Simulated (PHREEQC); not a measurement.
Consider water at 70 °C with 0.0067 mol ZnSO4 and 0.23 mol (CH3)4NF per kg of water. Closed to the air; pH follows from the charge balance.

Equilibrium calculation in PHREEQC: ion-association model, wateq4f.dat.

Each row changes one thing in this solution. Precipitation was switched off in this run.

| case | pH | ionic strength (mol/kgw) | SO4-2 (mol/kgw) | HF2- (mol/kgw) | HF (mol/kgw) | HSO4- (mol/kgw) |
|---|---|---|---|---|---|---|
| as made | 6.84 | 0.248 | 0.00634 | 7.77e-5 | 7.41e-5 | 9.61e-8 |
| (CH3)4NF from 0.23 to 0.115 mol/kgw | ___ | 0.134 | 0.00603 | 3.86e-5 | 7.63e-5 | 2.05e-7 |
| ZnSO4 from 0.0067 to 0.0335 mol/kgw | 6.50 | 0.309 | 0.0263 | 0.000150 | 0.000149 | ___ |
| diluted 2-fold with water | ___ | 0.125 | 0.00317 | 2.85e-5 | 5.58e-5 | 7.84e-8 |
| ZnSO4 replaced by Cs2SO4 at the same molality | ___ | 0.250 | 0.00670 | 8.10e-6 | 7.60e-6 | 1.02e-8 |
| 0.16 mol/kgw KF added | 7.08 | 0.404 | ___ | 0.000123 | 6.67e-5 | 3.55e-8 |

Q: Fill in the missing entries.

A: 
- (CH3)4NF from 0.23 to 0.115 mol/kgw, pH: 6.57
- ZnSO4 from 0.0067 to 0.0335 mol/kgw, HSO4- (mol/kgw): 8.24e-7
- diluted 2-fold with water, pH: 6.71
- ZnSO4 replaced by Cs2SO4 at the same molality, pH: 7.84
- 0.16 mol/kgw KF added, SO4-2 (mol/kgw): 0.00466

Some of these states are supersaturated (in Zincite(c) (slow to form), for instance). (CH3)4N+ isn't in the database: it is added as a free cation with an ion size of 4 Å. Away from 25 °C the constants follow the database's enthalpies or fits; those with neither stay at their 25 °C values.
